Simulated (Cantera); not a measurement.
# Equilibrium for silicon epitaxy and polysilicon growth: SiH2Cl2 + HCl + N2

Input: 1 mol SiH2Cl2, 0.87 mol HCl, 10 mol N2, held at 7.50 Torr.

These are equilibrium values from Cantera (NASA tables, ideal gas, pure condensed phases), not measurements of a reactor. Candidate condensed phases: NH4Cl, Si, Si3N4; 28 gas species. N2 is the only nitrogen source here; it is nearly inert below about 1500 K, so the nitride shown seldom forms there in practice. The tables' values for SiCl3, SiCl are old estimates; treat these amounts as uncertain. The numbers say what is thermodynamically allowed, not how fast it happens.

From 1273 K to 1673 K the condensed part is Si3N4(s). The main Si-bearing gas is SiCl4 at 1273 K and SiCl2 at 1673 K. The share of Si in condensed phases is highest at 1273 K (75.5 %) and lowest at 1673 K (6.4 %).

```
T (K)   x N2   x HCl    x H2  x SiCl2   x SiCl4  n Si3N4(s)
-----  -----  ------  ------  -------  --------  ----------
1273   0.781   0.161  0.0373  0.00177    0.0161       0.252
1323   0.780   0.160  0.0375  0.00445    0.0139       0.244
1373   0.779   0.157  0.0387  0.00983    0.0108       0.229
1423   0.777   0.149  0.0415   0.0186   0.00702       0.203
1473   0.776   0.138  0.0463   0.0301   0.00374       0.169
1523   0.776   0.123  0.0528   0.0421   0.00167       0.130
1573   0.776   0.106  0.0601   0.0531  0.000669      0.0905
1623   0.776  0.0904  0.0673   0.0628  0.000257      0.0540
1673   0.777  0.0757  0.0739   0.0710   9.76e-5      0.0214
```
x: gas mole fraction; n: condensed amount in mol.
